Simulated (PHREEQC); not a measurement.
Dissolve 0.00045 mol/kgw Ca(OH)2 at 25 °C. Closed to the air; pH follows from the charge balance.

The numbers come from PHREEQC with the ion-association model, wateq4f.dat.

The pH is 10.93, the ionic strength is 0.00134 mol/kgw and the total alkalinity is 0.900 meq/kg.

```csv
species,molality,activity,log γ
OH-,0.000894,0.000858,-0.018
Ca+2,0.000444,0.000378,-0.070
CaOH+,5.60e-6,5.38e-6,-0.017
```

This is a speciation only: nothing precipitates in the calculation.
